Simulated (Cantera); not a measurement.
Input: 1 mol trisilylamine, 1.4 mol NH₃, 18 mol N₂, held at 625 °C and 1.00 Torr.

Method: chemical equilibrium by Gibbs-energy minimisation in Cantera with the NASA 1993 tables (ideal gas, pure condensed phases). Candidate condensed phases: Si, Si₃N₄; 18 gas species. The feed counts by its element totals alone. Equilibrium is a limit: real reactors are often held back by kinetics, nucleation or transport.

Base state: N₂ 0.723, H₂ 0.277 (mole fractions); condensed: Si₃N₄(s).

**Question.** What changes in the equilibrium state with this change: temperature from 625 °C to 1825 °C?

**Answer.** 
```csv
species,before,after
N₂,0.723,0.656
H₂,0.277,0.206
Si,<1e-9,0.0964
H,1.58e-9,0.0383
Si₂,<1e-9,0.00123
SiH,<1e-9,0.000870
Si₂N,<1e-9,0.000702
"Si₃N₄(s), mol",1.00,0
```
The tables' values for SiN are old estimates; treat these amounts as uncertain. Gases not in the tables: Si₂H₆ and higher silanes.

**Question.** What changes in the equilibrium state with this change: trisilylamine replaced by SiHCl₃?

**Answer.** 
```json
[
 {"species": "N₂", "before": "0.723", "after": "0.818"},
 {"species": "HCl", "before": "0", "after": "0.120"},
 {"species": "H₂", "before": "0.277", "after": "0.0574"},
 {"species": "SiCl₄", "before": "0", "after": "0.00382"},
 {"species": "Si₃N₄(s), mol", "before": "1.00", "after": "0.305"}
]
```
Further candidate phases: NH₄Cl.
